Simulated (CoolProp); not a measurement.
Values from CoolProp's reference Helmholtz-energy equation of state, Span 1996.

For carbon dioxide, give the phase and the Joule-Thomson coefficient (K/MPa) at 172.15 °C and 2070 kPa; 172.15 °C and 36900 kPa.


- 172.15 °C and 2070 kPa: gas; Joule-Thomson coefficient 4.05
- 172.15 °C and 36900 kPa: supercritical; Joule-Thomson coefficient 1.04
